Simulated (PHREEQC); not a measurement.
Dissolve 0.021 mol MnSO4, 0.032 mol ZnCl2 and 0.00029 mol NaCl per kg of water at 80 °C. Closed to the air; pH follows from the charge balance.

All values are PHREEQC results (ion-association model, phreeqc.dat), not measurements.

**Question.** The ionic strength comes out as 0.116 mol/kgw. What activity coefficients do Cl-, ZnCl4-2, Zn(SO4)2-2, ZnCl+, Zn+2 get?

**Answer.** Cl- 0.73, ZnCl4-2 0.32, Zn(SO4)2-2 0.32, ZnCl+ 0.74, Zn+2 0.32.

Precipitation was switched off in this run. Constants without temperature data keep their 25 °C values here.
